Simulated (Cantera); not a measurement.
## FeS2 + H2 + H2O (hydrogen reduction and annealing atmospheres)

A closed system holds: 1 mol FeS2, 3.2 mol H2, 5.8 mol H2O, held at 1198 K and 13000 Pa.

Method: chemical equilibrium by Gibbs-energy minimisation in Cantera with the NASA 1993 tables (ideal gas, pure condensed phases). Candidate condensed phases: Fe, FeO, Fe(OH)2, Fe(OH)3, FeS, FeSO4, FeS2, Fe2O3, Fe2(SO4)3, Fe3O4, H2O, H2SO4, S; 22 gas species. FeS: taken at fixed stoichiometry. Gases not in the tables: S3 to S7. Kinetics and transport are ignored.

```
Item                                       Value
-------------------------------------  ---------
x(H2O)                                     0.642
x(H2)                                      0.250
x(H2S)                                     0.105
x(S2)                                    0.00267
x(SO2)                                  0.000126
x(SH)                                    9.30e-5
x(S2O)                                   4.27e-6
x(SO)                                    3.14e-6
n(FeS(s))                               1.00 mol
gas amount                             9.026 mol
log10 activity of Fe(γ) (absent)           -2.00
log10 activity of S(l) (absent)            -2.53
log10 activity of Fe(OH)2(s) (absent)      -7.33
```
